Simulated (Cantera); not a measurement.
Input: 1 mol CH₃SiH₃, 0.014 mol C₂H₄, 3.3 mol H₂, held at 2298 K and 70.5 Torr.

Equilibrium computed with Cantera from the NASA thermochemical tables; the gas is ideal and each condensed phase is pure. The feed counts by its element totals alone. Gases not in the tables: Si₂H₆ and higher silanes. The numbers say what is thermodynamically allowed, not how fast it happens.

```json
[
 {"species": "H₂", "before": "0.964", "after": "0.965"},
 {"species": "H", "before": "0.0307", "after": "0.0307"},
 {"species": "C₂H₂ (acetylene)", "before": "0.00307", "after": "0.00222"},
 {"species": "Si", "before": "0.00161", "after": "0.00189"},
 {"species": "SiH₂", "before": "7.38e-5", "after": "8.68e-5"},
 {"species": "SiH", "before": "0.000179", "after": "0.000210"},
 {"species": "SiC₂", "before": "0.000164", "after": "0.000140"},
 {"species": "Si₂C", "before": "0.000130", "after": "0.000153"},
 {"species": "CH₄", "before": "1.62e-5", "after": "1.38e-5"},
 {"species": "SiC(s), mol", "before": "0.985", "after": "0.983"}
]
```
Gas species are given as mole fractions.

**Question.** What was changed between the two runs?
(A) C₂H₄ from 0.014 to 0.0073 mol
(B) pressure from 70.5 Torr to 1.80 Torr
(C) temperature from 2298 K to 1848.15 K
(D) temperature from 2298 K to 2425 K

**Answer.** A, C₂H₄ from 0.014 to 0.0073 mol
